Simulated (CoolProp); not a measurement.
Vapour-liquid equilibrium of acetone (1) + dimethyl carbonate (2) at 0.0126 MPa; x and y are mole fractions of (1).

Model: multi-fluid Helmholtz-energy mixture model, Lemmon 2006 and Zhou 2011; pair parameters Bell 2016, in CoolProp.

| x | bubble temperature, mixture model (°C) | bubble temperature, Raoult's law (°C) | y, mixture model | y, Raoult's law |
|---|---|---|---|---|
| 0.05 | 32.7 | 33.3 | 0.194 | 0.173 |
| 0.125 | 28.5 | 29.5 | 0.393 | 0.368 |
| 0.2 | 25.1 | 26.1 | 0.528 | 0.512 |
| 0.275 | 22.3 | 23.2 | 0.626 | 0.620 |
| 0.35 | 19.9 | 20.6 | 0.701 | 0.703 |
| 0.425 | 17.8 | 18.2 | 0.762 | 0.768 |
| 0.5 | 15.8 | 16.1 | 0.812 | 0.820 |
| 0.575 | 14.0 | 14.2 | 0.854 | 0.863 |
| 0.65 | 12.4 | 12.5 | 0.890 | 0.898 |
| 0.725 | 10.8 | 10.8 | 0.920 | 0.927 |
| 0.8 | 9.4 | 9.4 | 0.947 | 0.951 |
| 0.875 | 8.0 | 8.0 | 0.969 | 0.972 |
| 0.95 | 6.7 | 6.7 | 0.989 | 0.990 |

The largest gap from Raoult's law is -1.0 K in bubble temperature, at x = 0.2. No azeotrope shows between x = 0.05 and 0.95.

The pair parameters rest on a limited set of measurements; away from them the model extrapolates.
